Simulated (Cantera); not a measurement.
Input: 1 mol Si, 0.76 mol H2O, 39 mol H2, equilibrated at 133 Pa.

Method: chemical equilibrium by Gibbs-energy minimisation in Cantera with the NASA 1993 tables (ideal gas, pure condensed phases). Candidate condensed phases: H2O, Si, SiO2; 18 gas species. Mutual solubility and eutectic melting of coexisting phases are not modelled. The tables hold silica as quartz up to 1696 K and as liquid above; real silica turns to tridymite and cristobalite and melts near 1996 K. Gases not in the tables: Si2H6 and higher silanes. Equilibrium is a limit: real reactors are often held back by kinetics, nucleation or transport.

x: gas mole fraction; n: condensed amount in mol.

```tsv
T (K)	x H2	x H	x SiO	x Si	x SiH	x SiH2	n Si(s)	n SiO2(β-quartz)	n Si(l)
1273	0.997	1.95e-5	0.00291	1.35e-8	4.76e-9	[?]	0.562	0.322	0
1348	0.982	6.28e-5	0.0177	1.41e-7	3.29e-8	[?]	0.262	0.0221	0
1423	0.981	0.000180	0.0188	1.15e-6	1.86e-7	[?]	0.240	0	0
1498	0.981	0.000466	0.0188	7.53e-6	8.81e-7	[?]	0.240	0	0
1573	0.980	0.00110	0.0187	4.12e-5	3.59e-6	[?]	0.238	0	0
1648	0.979	0.00241	0.0187	0.000193	1.28e-5	[?]	0.231	0	0
1723	0.976	0.00493	0.0187	0.000738	3.83e-5	[?]	0	0	0.207
1798	0.969	0.00949	0.0186	0.00231	9.54e-5	[?]	0	0	0.139
1873	0.958	0.0173	0.0185	0.00553	0.000184	[?]	0	0	0
1948	0.946	0.0301	0.0184	0.00559	0.000153	[?]	0	0	0
2023	0.926	0.0501	0.0182	0.00558	0.000126	[?]	0	0	0
2098	0.897	0.0798	0.0179	0.00553	0.000104	[?]	0	0	0
2173	0.855	0.122	0.0175	0.00543	8.56e-5	[?]	0	0	0
```

**Question.** Complete the blanks.

**Answer.** 
- 1273, x SiH2: 4.75e-8
- 1348, x SiH2: 1.66e-7
- 1423, x SiH2: 5.16e-7
- 1498, x SiH2: 1.43e-6
- 1573, x SiH2: 3.60e-6
- 1648, x SiH2: 8.29e-6
- 1723, x SiH2: 1.66e-5
- 1798, x SiH2: 2.86e-5
- 1873, x SiH2: 3.93e-5
- 1948, x SiH2: 2.38e-5
- 2023, x SiH2: 1.46e-5
- 2098, x SiH2: 9.14e-6
- 2173, x SiH2: 5.74e-6
